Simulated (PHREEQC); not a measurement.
A column of 1 m (30 cells, dispersivity 0.035 m, 60 s a shift, diffusion coefficient 3e-10 m²/s) holds 0.0098 eq of the database's cation exchanger X per kg of pore water, first in equilibrium with 11 mmol/kgw MgCl2, 23 mmol/kgw BaCl2, 5.1 mmol/kgw CaCl2 and 0.01 mmol/kgw HCl. It is flushed with 13 mmol/kgw KCl and 0.01 mmol/kgw HCl, at 25 °C. Values are for the last cell. The system is closed to CO2. Nothing may precipitate in this run.

The series has 31 steps of pore volumes, from 0 to 4.017.

The numbers come from PHREEQC with the ion-association model, phreeqc.dat.

Q: After how many pore volumes does K at the outlet first reach half of its feed value?

A: By 1.4 pore volumes.
